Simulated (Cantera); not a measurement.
B₂O₃ + H₂ + N₂ + H₂O (boron, boron nitride and boron oxide)

Feed: 1 mol B₂O₃, 15 mol H₂, 59 mol N₂, 0.13 mol H₂O, held at 12.0 Pa.

Method: chemical equilibrium by Gibbs-energy minimisation in Cantera with the NASA 1993 tables (ideal gas, pure condensed phases). Candidate condensed phases: B, BN, B₂O₃, B₃O₃H₃, H₂O; 39 gas species. Rates play no part.

| T (K) | log p N₂ | log p H₂ | log p H | log p BO | log p HBO₂ | log p B₂O₃ | n B₂O₃(l) |
|---|---|---|---|---|---|---|---|
| 1298 | -4.02 | -4.62 | -8.28 | -9.30 | -6.35 | -6.75 | 0.732 |
| 1373 | -4.03 | -4.63 | -7.79 | -8.20 | -6.12 | -5.99 | 0 |
| 1448 | -4.03 | -4.63 | -7.35 | -7.74 | -6.09 | -6.02 | 0 |
| 1523 | -4.03 | -4.63 | -6.95 | -7.33 | -6.06 | -6.05 | 0 |
| 1598 | -4.03 | -4.63 | -6.59 | -6.98 | -6.03 | -6.08 | 0 |
| 1673 | -4.03 | -4.64 | -6.26 | -6.67 | -6.01 | -6.13 | 0 |
| 1748 | -4.03 | -4.65 | -5.96 | -6.42 | -5.98 | -6.20 | 0 |
| 1823 | -4.03 | -4.66 | -5.69 | -6.21 | -5.96 | -6.29 | 0 |
| 1898 | -4.03 | -4.68 | -5.45 | -6.05 | -5.96 | -6.41 | 0 |
| 1973 | -4.04 | -4.71 | -5.23 | -5.92 | -5.98 | -6.56 | 0 |
| 2048 | -4.05 | -4.76 | -5.03 | -5.83 | -6.04 | -6.74 | 0 |
| 2123 | -4.06 | -4.83 | -4.86 | -5.75 | -6.13 | -6.96 | 0 |
| 2198 | -4.07 | -4.94 | -4.72 | -5.69 | -6.29 | -7.22 | 0 |
log p: log10 of the partial pressure in bar; n: condensed amount in mol.

At 1298 K the condensed part is B₂O₃(l). From 1373 K to 2198 K nothing is condensed. The main B-bearing gas is HBO₂ at 1298 K and BO at 2198 K.
